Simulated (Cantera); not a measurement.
A freely propagating, adiabatic, planar premixed flame of CH₄ : O₂ : N₂ = 1 : 2.9 : 10.9 (molar parts), unburnt at 300 K and 2.57 atm; mixture-averaged transport, grid criteria slope 0.08 and curve 0.16, no radiation.

Cantera simulation using GRI-Mech 3.0 (53 species, 325 reactions); the numbers are that mechanism's predictions, not measurements. Burning velocities carry a grid error of a few per cent, more on coarse grids.

x: mole fraction of selected species; z is measured from the peak of heat release.

```
z (mm)   T (K)  u (m/s)    x CH₄    x O₂    x CH₂O  x C₂H₆   x C₂H₂       x H
-------  -----  -------  -------  ------  --------  ------  -------  --------
-1.19      300    0.117   0.0675   0.196   8.69e-8       ?    <1e-8     <1e-8
-0.794     305    0.119   0.0672   0.196   1.60e-6       ?  1.17e-8     <1e-8
-0.596     327    0.128   0.0660   0.194   1.34e-5       ?  8.94e-8     <1e-8
-0.397     449    0.176   0.0597   0.185  0.000124       ?  7.69e-7     <1e-8
-0.199     879    0.347   0.0379   0.149  0.000712       ?  4.69e-6   8.27e-7
-0.0993   1230    0.486   0.0195   0.116  0.000895       ?  9.30e-6   2.49e-5
0         1571    0.620  0.00304  0.0808  0.000295       ?  1.20e-5  0.000308
0.0993    1706    0.670  5.45e-5  0.0665   9.29e-6       ?  3.71e-7  0.000431
0.199     1756    0.688  6.84e-7  0.0632   1.30e-7   <1e-8    <1e-8  0.000266
0.397     1796    0.702    <1e-8  0.0615     <1e-8   <1e-8    <1e-8   8.17e-5
0.794     1816    0.709    <1e-8  0.0611     <1e-8   <1e-8    <1e-8   1.32e-5
1.59      1822    0.711    <1e-8  0.0610     <1e-8   <1e-8    <1e-8   2.41e-6
3.18      1823    0.711    <1e-8  0.0611     <1e-8   <1e-8    <1e-8   1.37e-6
```

Fill in the missing entries.


- -1.19, x C₂H₆: 1.36e-8
- -0.794, x C₂H₆: 2.73e-7
- -0.596, x C₂H₆: 2.50e-6
- -0.397, x C₂H₆: 2.65e-5
- -0.199, x C₂H₆: 0.000195
- -0.0993, x C₂H₆: 0.000312
- 0, x C₂H₆: 3.32e-5
- 0.0993, x C₂H₆: 1.13e-8
